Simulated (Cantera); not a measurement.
Input: 1 mol Si2Cl6, 0.063 mol Cl2, 630 mol H2, held at 0.0110 bar.

Method: chemical equilibrium by Gibbs-energy minimisation in Cantera with the NASA 1993 tables (ideal gas, pure condensed phases). Candidate condensed phases: Si; 19 gas species. The feed counts by its element totals alone. Gases not in the tables: Si2H6 and higher silanes. Kinetics and transport are ignored.

Which condensed phases are stable at each of these points (T (K)): 825, 925, 1025, 1125, 1225, 1325, 1425, 1525, 1625, 1725?


```
T (K)  condensed phases  Si condensed (%)
-----  ----------------  ----------------
825               Si(s)              32.9
925               Si(s)              60.9
1025              Si(s)              87.1
1125              Si(s)              93.0
1225              Si(s)              93.1
1325              Si(s)              92.5
1425              Si(s)              91.8
1525              Si(s)              91.1
1625              Si(s)              89.8
1725              Si(l)              86.6
```

From 825 K to 1625 K the condensed part is Si(s). At 1725 K the condensed part is Si(l).
